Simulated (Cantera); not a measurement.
Charge: 1 mol Fe2O3, 7.9 mol C, a varied amount of H2, equilibrated at 2.90 bar.

These are equilibrium values from Cantera (NASA tables, ideal gas, pure condensed phases), not measurements of a reactor. Candidate condensed phases: C, C6H6, C7H8, C8H18, Fe, Fe(CO)5, FeO, Fe(OH)2, Fe(OH)3, Fe2O3, Fe3O4, H2O; 114 gas species. Mutual solubility and eutectic melting of coexisting phases are not modelled. The tables' stoichiometric FeO is somewhat more stable than real wüstite, so its field is too wide. FeO: taken at fixed stoichiometry. Condensed phases not in the tables: cementite and carbon dissolved in iron. Kinetics and transport are ignored.

What condenses at these points (T in K, n(H2) in mol): (1125, 11); (925, 3.7); (975, 15); (1100, 1.6); (925, 19)?


```tsv
T (K)	n(H2) in mol	condensed phases	Fe condensed (%)
1125	11	C + Fe	100.0
925	3.7	C + FeO	100.0
975	15	C + Fe	100.0
1100	1.6	C + Fe	100.0
925	19	C + Fe + FeO	100.0
```
